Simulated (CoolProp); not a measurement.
Vapour-liquid equilibrium of ethylene (1) + ethane (2) at 2.19 bar; x and y are mole fractions of (1).

Model: multi-fluid Helmholtz-energy mixture model, Smukala 2000 and Bücker 2006; pair parameters Bell 2016, in CoolProp.

```tsv
x	bubble temperature (K)	y at the bubble point	dew temperature at overall composition x (K)	liquid density (mol/L)
0.05	?	0.108	199.5	17.53
0.2	195.1	0.353	197.4	?
0.35	192.3	0.530	195.1	18.17
0.5	190.0	0.670	?	18.47
0.65	187.9	0.787	190.3	18.77
0.8	186.0	0.888	187.7	19.08
0.95	184.3	0.975	184.8	19.38
```

What belongs in the gaps?


- 0.05, bubble temperature (K): 198.7
- 0.2, liquid density (mol/L): 17.86
- 0.5, dew temperature at overall composition x (K): 192.8

No azeotrope shows between x = 0.05 and 0.95.

The pair parameters rest on a limited set of measurements; away from them the model extrapolates.
